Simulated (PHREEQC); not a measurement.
**Nickel, zinc or cadmium bath: an equilibrium model**

Consider water at 10 °C with 0.12 mol Ni(NO3)2, 0.0016 mol KCl and 0.00034 mol H2SO4 per kg of water. Closed to the air; pH follows from the charge balance.

Computed with PHREEQC (ion-association model, wateq4f.dat).

Precipitation was switched off in this run.

Question: What pH does the model give?

Answer: pH 3.28.

Question: In which forms is Cl present?

Answer: Cl- 92 %, NiCl+ 7.5 % of the Cl.

At this temperature some constants are extrapolated from 25 °C, and those without enthalpy data are left unchanged.
